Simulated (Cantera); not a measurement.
Input: 1 mol Al(CH3)3, 50 mol H2O, 7 mol H2, equilibrated at 1600 °C and 1.33 mbar.

Equilibrium computed with Cantera from the NASA thermochemical tables; the gas is ideal and each condensed phase is pure. Candidate condensed phases: Al, Al2O3, C, C6H6, C7H8, C8H18, H2O; 121 gas species. The feed counts by its element totals alone. Equilibrium is a limit: real reactors are often held back by kinetics, nucleation or transport.

Base state: H2O 0.682, H2 0.261, CO 0.0283, CO2 0.0180, H 0.00903, OH 0.00183, O2 5.48e-5, O 4.79e-5 (mole fractions); condensed: Al2O3(s).

What changes in the equilibrium state with this change: temperature from 1600 °C to 1552 °C?


```
species         before    after
-------------  -------  -------
H2O              0.682    0.683
H2               0.261    0.263
CO              0.0283   0.0279
H              0.00903  0.00619
CO2             0.0180   0.0185
O              4.79e-5  2.03e-5
O2             5.48e-5  2.32e-5
OH             0.00183  0.00112
Al2O3(s), mol    0.500    0.500
```
